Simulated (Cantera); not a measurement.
**Iron carbonyl, mercury and lead vapours: PbO + N₂**

A closed system holds: 1 mol PbO, 1.2 mol N₂, at 650 K and 0.480 Torr.

Equilibrium computed with Cantera from the NASA thermochemical tables; the gas is ideal and each condensed phase is pure. Candidate condensed phases: Pb, PbO, PbO₂, Pb₃O₄; 12 gas species. The numbers say what is thermodynamically allowed, not how fast it happens.

```json
{
 "x(N₂)": "1.00",
 "n(PbO(red))": "1.00 mol",
 "gas_amount": "1.200 mol",
 "log10 activity of Pb(l) (absent)": "-4.82",
 "log10 activity of Pb₃O₄(s) (absent)": "-7.34",
 "log10 activity of PbO₂(s) (absent)": "-8.22"
}
```
